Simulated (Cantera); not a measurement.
A closed system holds: 1 mol FeS2, a varied amount of O2, 19 mol N2, 3.5 mol SO2, held at 702 °C and 11.0 bar.

Cantera equilibrium calculation (NASA polynomials, part measured and part estimated; ideal gas, pure solids and liquids). Candidate condensed phases: Fe, FeO, FeS, FeSO4, FeS2, Fe2O3, Fe2(SO4)3, Fe3O4, S; 19 gas species. FeS: taken at fixed stoichiometry. Gases not in the tables: S3 to S7. Kinetics and transport are ignored.

x: gas mole fraction; n: condensed amount in mol.

```
n(O2) (mol)   x N2  x SO2    x SO3     x S2  n FeS(s)  n Fe3O4(s)  n Fe2O3(s)  n Fe2(SO4)3(s)
-----------  -----  -----  -------  -------  --------  ----------  ----------  --------------
0.36         0.820  0.166  1.49e-8   0.0126      1.00         [?]           0               0
0.88         0.810  0.185  2.43e-8  0.00349     0.960         [?]           0               0
1.4          0.800  0.196  2.61e-8  0.00365     0.641         [?]           0               0
1.9          0.790  0.206  2.78e-8  0.00379     0.334         [?]           0               0
2.4          0.780  0.215  2.95e-8  0.00393    0.0279         [?]           0               0
3            0.778  0.205   0.0167   <1e-12         0           0       0.471          0.0288
3.5          0.812  0.171   0.0167   <1e-12         0           0       0.133           0.367
4            0.825  0.133   0.0406   <1e-12         0           0           0           0.500
4.5          0.820  0.101   0.0712   <1e-12         0           0           0           0.500
```

**Question.** Complete the blanks.

**Answer.** 
- 0.36, n Fe3O4(s): 0
- 0.88, n Fe3O4(s): 0.0134
- 1.4, n Fe3O4(s): 0.120
- 1.9, n Fe3O4(s): 0.222
- 2.4, n Fe3O4(s): 0.324
